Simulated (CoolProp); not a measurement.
Vapour-liquid equilibrium of ethylene (1) + carbon dioxide (2) at 252.4 K; x and y are mole fractions of (1).

Model: multi-fluid Helmholtz-energy mixture model, Smukala 2000 and Span 1996; pair parameters Bell 2016, in CoolProp.

Question: Give the bubble pressure and the first vapour's composition at x = 0.35, 0.75, 0.95. Is there an azeotrope?

Answer: x = 0.35: 2.443 MPa, y = 0.415; x = 0.75: 2.574 MPa, y = 0.745; x = 0.95: 2.510 MPa, y = 0.944. y crosses x between x = 0.65 and 0.75: the model has an azeotrope there.

The pair parameters rest on a limited set of measurements; away from them the model extrapolates.
